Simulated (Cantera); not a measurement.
Cantera run, input and output.

```python
import numpy as np
import cantera as ct

gas = ct.Solution("gri30.yaml")


def delay(T, t_max=10):
    gas.TPX = T, 100000, {'CH4': 1, 'O2': 1.82, 'N2': 6.55}
    reactor = ct.IdealGasReactor(gas, clone=False)
    net = ct.ReactorNet([reactor])
    net.rtol, net.atol = 1e-8, 1e-16
    while net.time < t_max:
        t_old, T_old = net.time, reactor.T
        net.step()
        if reactor.T > T + 400:  # ignition: a rise of 400 K
            return t_old + (T + 400 - T_old) / (reactor.T - T_old) * (net.time - t_old)
    return np.nan


taus = []
for T in [1075, 1175, 1275, 1375, 1475, 1575, 1675, 1775]:
    taus.append(delay(T))
    print(f"T0 = {T:6g} K   tau = {taus[-1]:.4e} s")
```

Result:

```
T0 =   1075 K   tau = 3.0334e-01 s
T0 =   1175 K   tau = 6.3681e-02 s
T0 =   1275 K   tau = 1.5630e-02 s
T0 =   1375 K   tau = 4.4129e-03 s
T0 =   1475 K   tau = 1.4352e-03 s
T0 =   1575 K   tau = 5.4469e-04 s
T0 =   1675 K   tau = 2.4000e-04 s
T0 =   1775 K   tau = 1.1958e-04 s
```

Computed with Cantera and GRI-Mech 3.0 (53 species, 325 reactions).
